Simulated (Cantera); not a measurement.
Input: 1 mol C2H2, 0.12 mol O2, held at 100000 Pa.

Cantera equilibrium calculation (NASA polynomials, part measured and part estimated; ideal gas, pure solids and liquids). Candidate condensed phases: C, C6H6, C7H8, C8H18, H2O; 131 gas species. Ions and electrons are included (thermal ionisation). Rates play no part.

Task: What share of the C ends up in condensed phases as a function of T (K), at 2500, 2750, 3000, 3250, 3500, 3750, 4000, 4250, 4500, 4750, 5000?

Result: 
| T (K) | C condensed (%) | as |
|---|---|---|
| 2500 | 86.9 | C(graphite) |
| 2750 | 85.3 | C(graphite) |
| 3000 | 82.1 | C(graphite) |
| 3250 | 76.1 | C(graphite) |
| 3500 | 60.8 | C(graphite) |
| 3750 | 0.0 | - |
| 4000 | 0.0 | - |
| 4250 | 0.0 | - |
| 4500 | 0.0 | - |
| 4750 | 0.0 | - |
| 5000 | 0.0 | - |
